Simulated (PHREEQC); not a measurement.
Dissolve 27 mmol/kgw H2SO4, 1.3 mmol/kgw K2SO4 and 9.9 mmol/kgw CuSO4 at 46 °C. Closed to the air; pH follows from the charge balance.

The numbers come from PHREEQC with the ion-association model, phreeqc.dat.

Each row changes one thing in this solution. This is a speciation only: nothing precipitates in the calculation.

| case | pH | ionic strength (mol/kgw) | HSO4- (mol/kgw) | SO4-2 (mol/kgw) | K+ (mol/kgw) | KSO4- (mol/kgw) |
|---|---|---|---|---|---|---|
| as made | 1.59 | 0.0642 | 0.0237 | 0.0112 | 0.00249 | 0.000112 |
| CuSO4 from 0.0099 to 0.0149 mol/kgw | 1.62 | 0.0742 | 0.0251 | 0.0130 | 0.00248 | 0.000123 |
| diluted 5-fold with water | 2.16 | 0.0168 | 0.00305 | 0.00408 | 0.000508 | 1.20e-5 |
| temperature from 46 to 40 °C | 1.58 | 0.0658 | 0.0227 | 0.0121 | 0.00249 | 0.000111 |
| CuSO4 from 0.0099 to 0.0198 mol/kgw | 1.64 | 0.0838 | 0.0263 | 0.0148 | 0.00247 | 0.000134 |
| CuSO4 left out | 1.54 | 0.0440 | 0.0204 | 0.00785 | 0.00251 | 8.92e-5 |
| diluted 10-fold with water | 2.41 | 0.00936 | 0.00113 | 0.00248 | 0.000256 | 4.15e-6 |

Constants without temperature data keep their 25 °C values here.
